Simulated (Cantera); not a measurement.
Charge: 1 mol Fe2O3, 2.1 mol CH4, 0.02 mol CO, at 0.120 bar.

Cantera equilibrium calculation (NASA polynomials, part measured and part estimated; ideal gas, pure solids and liquids). Candidate condensed phases: C, C6H6, C7H8, C8H18, Fe, Fe(CO)5, FeO, Fe(OH)2, Fe(OH)3, Fe2O3, Fe3O4, H2O; 114 gas species. Rates play no part.

x: gas mole fraction; n: condensed amount in mol.

| T (°C) | x H2 | x CO | x Fe | x H2O | x CO2 | x H | x CH4 | n Fe(α) | n Fe(γ) | n Fe(δ) | n Fe(l) |
|---|---|---|---|---|---|---|---|---|---|---|---|
| 625 | 0.584 | 0.256 | <1e-12 | 0.0755 | 0.0770 | 2.41e-10 | … | 2.00 | 0 | 0 | 0 |
| 825 | 0.570 | 0.288 | 9.70e-12 | 0.0948 | 0.0476 | 5.39e-8 | … | 2.00 | 0 | 0 | 0 |
| 1025 | 0.556 | 0.302 | 8.59e-9 | 0.109 | 0.0337 | 2.31e-6 | … | 0 | 2.00 | 0 | 0 |
| 1225 | 0.548 | 0.310 | 1.20e-6 | 0.117 | 0.0256 | 3.67e-5 | … | 0 | 2.00 | 0 | 0 |
| 1425 | 0.543 | 0.315 | 5.07e-5 | 0.122 | 0.0207 | 0.000307 | … | 0 | 0 | 2.00 | 0 |
| 1625 | 0.538 | 0.317 | 0.000906 | 0.125 | 0.0175 | 0.00165 | … | 0 | 0 | 0 | 1.99 |
| 1825 | 0.528 | 0.316 | 0.00865 | 0.125 | 0.0152 | 0.00646 | … | 0 | 0 | 0 | 1.94 |
| 2025 | 0.492 | 0.301 | 0.0545 | 0.119 | 0.0130 | 0.0194 | … | 0 | 0 | 0 | 1.63 |
| 2225 | 0.379 | 0.240 | 0.232 | 0.0909 | 0.00929 | 0.0443 | … | 0 | 0 | 0 | 0 |

Q: What belongs in the gaps?

A: 
- 625, x CH4: 0.00786
- 825, x CH4: 2.71e-5
- 1025, x CH4: 5.08e-7
- 1225, x CH4: 2.84e-8
- 1425, x CH4: 3.20e-9
- 1625, x CH4: 5.81e-10
- 1825, x CH4: 1.44e-10
- 2025, x CH4: 3.93e-11
- 2225, x CH4: 7.58e-12
